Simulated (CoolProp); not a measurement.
Computed with CoolProp (reference Helmholtz-energy equation of state, Pan 2012).

Q: For R236FA, give the phase and the density (kg/m³), cp (kJ/(kg K)), expansivity (1/kK), Prandtl number at 369.7 K and 4 MPa.

A: 
- 369.7 K and 4 MPa: liquid; density 1090, cp 1.46, expansivity 4.98, Prandtl number 3.32

Viscosity comes from a separate model (Huber 2003), an estimate that may be off by 10 % or more. Thermal conductivity comes from a separate model (Huber 2003), an estimate that may be off by 10 % or more.
